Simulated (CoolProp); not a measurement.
Computed with CoolProp (reference Helmholtz-energy equation of state, Lemmon 2006). It is a short technical equation, of lower accuracy than the large ones.

### Question
Give the vapour pressure (MPa), surface tension (mN/m), liquid viscosity (µPa s) of saturated R142b at 304.9 K.

### Answer
| T (K) | p (MPa) | surface tension (mN/m) | liquid viscosity (µPa s) |
|---|---|---|---|
| 304.9 | 0.414 | 10.6 | 214 |

Viscosity comes from a separate model (Huber 2003), an estimate that may be off by 10 % or more. Surface tension comes from a separate correlation (Mulero 2012).
